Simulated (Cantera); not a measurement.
A perfectly stirred reactor is fed with 4.02 % CH4, 0.274 % CO, 20.1 % O2, 75.6 % N2, at 460000 Pa; it is adiabatic with a 350 K inlet, and is followed from long to short residence time, starting on the burning branch (τ in s: 0.099, 0.052, 0.027, 0.014, 0.0073, 0.0038, 0.002, 0.001, 0.00053, 0.00028, 0.00014, 7.5e-05).

Model: GRI-Mech 3.0 (53 species, 325 reactions), integrated in Cantera.

x: mole fraction; the columns are a selection and need not sum to one.

```
τ (s)    T (K)     x CH4     x CO   x O2    x NO    x NO2   x H2O   x C2H2
-------  -----  --------  -------  -----  ------  -------  ------  -------
0.099     1322  0.000205  0.00174  0.120     [?]  6.10e-8  0.0800  2.24e-7
0.052     1306  0.000386  0.00324  0.121     [?]  4.46e-8  0.0795  2.82e-7
0.027     1247   0.00118  0.00805  0.125     [?]  1.08e-8  0.0774  4.81e-7
0.014      350    0.0402  0.00274  0.201  <1e-12   <1e-12  <1e-12   <1e-12
0.0073     350    0.0402  0.00274  0.201  <1e-12   <1e-12  <1e-12   <1e-12
0.0038     350    0.0402  0.00274  0.201  <1e-12   <1e-12  <1e-12   <1e-12
0.0020     350    0.0402  0.00274  0.201  <1e-12   <1e-12  <1e-12   <1e-12
0.0010     350    0.0402  0.00274  0.201  <1e-12   <1e-12  <1e-12   <1e-12
0.00053    350    0.0402  0.00274  0.201  <1e-12   <1e-12  <1e-12   <1e-12
0.00028    350    0.0402  0.00274  0.201  <1e-12   <1e-12  <1e-12   <1e-12
0.00014    350    0.0402  0.00274  0.201  <1e-12   <1e-12  <1e-12   <1e-12
7.5e-5     350    0.0402  0.00274  0.201  <1e-12   <1e-12  <1e-12   <1e-12
```

Task: Fill in the missing entries.

Result: 
- 0.099, x NO: 7.85e-8
- 0.052, x NO: 5.38e-8
- 0.027, x NO: 9.51e-9
